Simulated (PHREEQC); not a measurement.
Solution (20 °C): 0.047 mol/kgw H3PO4, 0.0048 mol/kgw HCl, 0.0071 mol/kgw NiSO4 and 0.00076 mol/kgw KCl. Closed to the air; pH follows from the charge balance.

The numbers come from PHREEQC with the ion-association model, wateq4f.dat.

Question: The ionic strength comes out as 0.0412 mol/kgw. What activity coefficients do H+, K+, Ni+2, NiCl+, SO4-2 get?

Answer: H+ 0.86, K+ 0.83, Ni+2 0.48, NiCl+ 0.83, SO4-2 0.49.

This is a speciation only: nothing precipitates in the calculation. Complexes and solids missing from the database can't appear. H3PO4, which wateq4f.dat lacks, is added to it with the constant of phreeqc.dat. The database has no phosphate complexes of Ni.
